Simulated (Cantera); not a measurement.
Charge: 1 mol B2O3, 0.78 mol O2, 6.1 mol H2, 19 mol NH3, equilibrated at 1398 K and 0.490 bar.

These are equilibrium values from Cantera (NASA tables, ideal gas, pure condensed phases), not measurements of a reactor. Candidate condensed phases: B, BN, B2O3, B3O3H3, H2O; 39 gas species. Gases not in the tables: H3BO3. Equilibrium is a limit: real reactors are often held back by kinetics, nucleation or transport.

Base state: H2 0.748, N2 0.215, H2O 0.0341, HBO2 0.00242, (HBO2)3 2.69e-5, HBO 1.47e-5, NH3 1.27e-5 (mole fractions); condensed: B2O3(l).

Question: What changes in the equilibrium state with this change: pressure from 0.490 bar to 0.0240 bar?

Answer: 
```csv
species,before,after
H2,0.748,0.745
N2,0.215,0.214
H2O,0.0341,0.0301
HBO2,0.00242,0.0103
NH3,1.27e-5,6.15e-7
B2O3,4.68e-6,9.55e-5
(HBO2)3,2.69e-5,4.94e-6
HBO,1.47e-5,7.02e-5
H,5.85e-6,2.64e-5
"B2O3(l), mol",0.944,0.767
```

Question: What changes in the equilibrium state with this change: temperature from 1398 K to 2400 K?

Answer: 
| species | before | after |
|---|---|---|
| H2 | 0.748 | 0.703 |
| N2 | 0.215 | 0.208 |
| H2O | 0.0341 | 0.0289 |
| HBO2 | 0.00242 | 0.0235 |
| H | 5.85e-6 | 0.0191 |
| HBO | 1.47e-5 | 0.0101 |
| BO | 3.49e-9 | 0.00284 |
| BO2 | <1e-9 | 0.000141 |
| B2O3(l), mol | 0.944 | 0 |
